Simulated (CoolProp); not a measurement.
A single-stage vapour-compression cycle with R507A: evaporating at 286.15 K (dew point), condensing at 310.15 K (bubble point), superheat 10 K, subcooling 0 K, compressor efficiency 0.75, no pressure losses. Each further row changes one setting.

Computed with CoolProp (reference Helmholtz-energy equation of state, Lemmon 2003). It is a pseudo-pure fit of the blend.

| case | cooling COP | pressure ratio | discharge temperature (K) | refrigerating effect (kJ/kg) | volumetric capacity (kJ/m³) |
|---|---|---|---|---|---|
| as stated | 7.19 | 1.89 | 325.7 | 124 | 5550 |
| evaporating temperature 291.15 K | 9.46 | 1.64 | 324.5 | 126 | 6550 |
| condensing temperature 305.15 K | 9.48 | 1.67 | 319.7 | 132 | 5920 |
| subcooling 5 K | 7.66 | 1.89 | 325.7 | 132 | 5920 |
| superheat 20 K | 7.29 | 1.89 | 335.5 | 134 | 5660 |
| compressor efficiency 0.65 | 6.23 | 1.89 | 327.9 | 124 | 5550 |
